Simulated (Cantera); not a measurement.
Input (Python, Cantera):

```python
import numpy as np
import cantera as ct

gas = ct.Solution("gri30.yaml")
gas.TPX = 1798, 22000, {'CH3OH': 1, 'O2': 2.38, 'N2': 8.95, 'CO2': 0.59}
reactor = ct.IdealGasReactor(gas, energy="on", clone=False)
net = ct.ReactorNet([reactor])
net.rtol, net.atol = 1e-08, 1e-16
show = ['CH3OH', 'O2', 'CO2', 'H2', 'NO', 'C2H', 'CH2O']
times = np.geomspace(4e-06, 2, 14)

steps = ct.SolutionArray(gas, extra=["t"])
rows = []
print(f"{'t/s':>10s}{'T/K':>9s}{'P/Pa':>11s}" + "".join(f"{s:>11s}" for s in show))
for t in times:
    while net.time < t:
        t_next = net.step()
        steps.append(gas.state, t=t_next)
    rows.append([np.interp(t, steps.t, y) for y in (steps.T, steps.P, *steps(*show).X.T)])
    print(f"{t:10.3e}{rows[-1][0]:9.1f}{rows[-1][1]:11.4g}" + "".join(f"{x:11.3e}" for x in rows[-1][2:]))
rate = np.gradient(steps.T, steps.t)
print("integrator steps:", len(steps.t))
if steps.T.max() > steps.T[0] + 200:
    print(f"time of steepest temperature rise: {steps.t[rate.argmax()]:.4e} s")
gas.TPX = 1798, 22000, {'CH3OH': 1, 'O2': 2.38, 'N2': 8.95, 'CO2': 0.59}
gas.equilibrate("UV")
print(f"equilibrium (UV): T = {gas.T:.1f} K  " + "  ".join(f"{s} {gas[s].X[0]:.3e}" for s in show))
```

Result:

```
       t/s      T/K       P/Pa      CH3OH         O2        CO2         H2         NO        C2H       CH2O
 4.000e-06   1797.7    2.2e+04  7.706e-02  1.840e-01  4.566e-02  9.101e-05  4.893e-12  2.826e-14  1.962e-04
 1.098e-05   1797.7  2.201e+04  7.628e-02  1.835e-01  4.566e-02  3.375e-04  2.576e-11  1.222e-13  7.481e-04
 3.012e-05   1801.9  2.211e+04  7.275e-02  1.812e-01  4.559e-02  1.573e-03  1.285e-10  1.363e-12  3.576e-03
 8.264e-05   1899.6  2.386e+04  4.498e-02  1.639e-01  4.484e-02  1.365e-02  1.826e-09  8.018e-11  1.970e-02
 2.268e-04   2380.1  3.212e+04  3.429e-18  7.764e-02  6.609e-02  1.251e-02  5.865e-05  3.619e-22  3.651e-11
 6.223e-04   2514.0  3.363e+04  3.159e-18  7.616e-02  7.056e-02  1.069e-02  4.239e-04  1.193e-21  3.825e-11
 1.707e-03   2635.5  3.497e+04  3.990e-18  7.393e-02  7.585e-02  8.900e-03  2.128e-03  3.174e-21  4.418e-11
 4.685e-03   2643.6  3.503e+04  4.199e-18  7.171e-02  7.666e-02  8.698e-03  6.729e-03  3.346e-21  4.500e-11
 1.286e-02   2638.1  3.493e+04  4.190e-18  6.899e-02  7.695e-02  8.672e-03  1.279e-02  3.149e-21  4.462e-11
 3.528e-02   2636.3   3.49e+04  4.188e-18  6.812e-02  7.705e-02  8.663e-03  1.474e-02  3.087e-21  4.450e-11
 9.680e-02   2636.3   3.49e+04  4.188e-18  6.810e-02  7.705e-02  8.663e-03  1.478e-02  3.086e-21  4.449e-11
 2.656e-01   2636.3   3.49e+04  4.188e-18  6.810e-02  7.705e-02  8.663e-03  1.478e-02  3.086e-21  4.449e-11
 7.289e-01   2636.3   3.49e+04  4.188e-18  6.810e-02  7.705e-02  8.663e-03  1.478e-02  3.086e-21  4.449e-11
 2.000e+00   2636.3   3.49e+04  4.188e-18  6.810e-02  7.705e-02  8.663e-03  1.478e-02  3.086e-21  4.449e-11
integrator steps: 1488
time of steepest temperature rise: 1.1553e-04 s
equilibrium (UV): T = 2636.3 K  CH3OH 4.344e-18  O2 6.810e-02  CO2 7.705e-02  H2 8.663e-03  NO 1.478e-02  C2H 3.266e-21  CH2O 4.449e-11
```

Cantera simulation using GRI-Mech 3.0 (53 species, 325 reactions); the numbers are that mechanism's predictions, not measurements. GRI-Mech 3.0 was tuned for natural gas; its chemistry of methanol as a main component is partial and can be far from experiment.
